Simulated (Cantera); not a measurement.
Feed: 1 mol trisilylamine, 7.5 mol N2, equilibrated at 0.170 bar.

Cantera equilibrium calculation (NASA polynomials, part measured and part estimated; ideal gas, pure solids and liquids). Candidate condensed phases: Si, Si3N4; 18 gas species. The feed counts by its element totals alone. The numbers say what is thermodynamically allowed, not how fast it happens. All values below are at 1773 K.

Base state: N2 0.571, H2 0.428, H 0.000452 (mole fractions); condensed: Si3N4(s).

Question: What changes in the equilibrium state with this change: pressure from 0.170 bar to 10.0 mbar?

Answer: 
```csv
species,before,after
N2,0.571,0.571
H2,0.428,0.427
H,0.000452,0.00186
Si,1.88e-6,0.000211
Si2N,6.97e-8,1.26e-5
SiH,6.25e-7,1.70e-5
SiH2,1.58e-6,1.04e-5
"Si3N4(s), mol",1.000,0.999
```
Gases not in the tables: Si2H6 and higher silanes.
